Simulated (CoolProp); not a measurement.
A simple Rankine cycle with R245fa: condensing at 295.15 K, boiler at 1.03 MPa, turbine inlet 404.2 K, turbine efficiency 0.75, pump efficiency 0.8, no recuperator. Each further row changes one setting.

Computed with CoolProp (reference Helmholtz-energy equation of state, Akasaka 2015).

```
case                             thermal efficiency (%)  net work (kJ/kg)  heat in (kJ/kg)  turbine exit temperature (K)  volume ratio over the turbine
-------------------------------  ----------------------  ----------------  ---------------  ----------------------------  -----------------------------
as stated                                             ?                 ?              287                         360.9                           7.76
turbine inlet 424.2 K                              11.2              34.9                ?                         381.5                           7.64
condensing temperature 287.15 K                    12.6              37.5              298                         355.3                           10.5
boiler pressure 0.721 MPa                           9.6              28.0              292                         369.8                           5.32
turbine efficiency 0.65                               ?              28.2              287                             ?                              ?
```

Task: Complete the blanks.

Result: 
- as stated, thermal efficiency (%): 11.4
- as stated, net work (kJ/kg): 32.6
- turbine inlet 424.2 K, heat in (kJ/kg): 310
- turbine efficiency 0.65, thermal efficiency (%): 9.8
- turbine efficiency 0.65, turbine exit temperature (K): 365.4
- turbine efficiency 0.65, volume ratio over the turbine: 7.87
